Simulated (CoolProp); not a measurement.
Vapour-liquid equilibrium of ethanol (1) + o-xylene (2) at 0.313 bar; x and y are mole fractions of (1).

Computed with CoolProp (multi-fluid Helmholtz-energy mixture model, Schroeder 2014 and Zhou 2012; pair parameters Bell 2016).

```tsv
x	bubble temperature (K)	y at the bubble point	dew temperature at overall composition x (K)	liquid density (mol/L)
0.05	347.9	0.682	376.5	8.042
0.2	329.9	…	371.6	…
0.35	327.5	0.885	365.8	9.718
0.5	…	0.888	358.9	10.73
0.65	326.8	0.893	350.2	…
0.8	…	0.914	337.7	13.61
0.95	324.8	…	325.1	15.70
```

**Question.** Some entries are withheld; supply them.

**Answer.** 
- 0.2, y at the bubble point: 0.866
- 0.2, liquid density (mol/L): 8.874
- 0.5, bubble temperature (K): 327.2
- 0.65, liquid density (mol/L): 11.99
- 0.8, bubble temperature (K): 325.9
- 0.95, y at the bubble point: 0.969

No azeotrope shows between x = 0.05 and 0.95.

The pair parameters rest on a limited set of measurements; away from them the model extrapolates. With so large a gap from Raoult's law the liquid may split in two, which this calculation doesn't test in full.
